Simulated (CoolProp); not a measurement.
n-dodecane at several states: density (kg/m³) from the reference equation and from simpler models built on Tc = 385.0 °C, pc = 1.818 MPa, ω = 0.574; each cubic takes its own stable root.

Model: reference Helmholtz-energy equation of state, Lemmon 2004, in CoolProp. It is a short technical equation, of lower accuracy than the large ones.

| T (°C) | p (MPa) | phase | reference | van der Waals | Redlich-Kwong | Soave-Redlich-Kwong | Peng-Robinson |
|---|---|---|---|---|---|---|---|
| 266.25 | 0.188 | gas | (withheld) | 7.529 | 7.637 | 7.739 | (withheld) |
| 146.65 | 0.0126 | gas | 0.6245 | 0.6185 | 0.6200 | 0.6216 | 0.6218 |
| 157.75 | 3.04 | liquid | 649.8 | (withheld) | 502.5 | 536.5 | (withheld) |
| 16.35 | 2.75 | liquid | (withheld) | 388.8 | 573.9 | (withheld) | (withheld) |

Problem. Some entries are withheld; supply them.

Solution. 
- 266.25, reference: 7.883
- 266.25, Peng-Robinson: 7.777
- 157.75, van der Waals: 349.7
- 157.75, Peng-Robinson: 604.0
- 16.35, reference: 754.0
- 16.35, Soave-Redlich-Kwong: 596.4
- 16.35, Peng-Robinson: 667.9
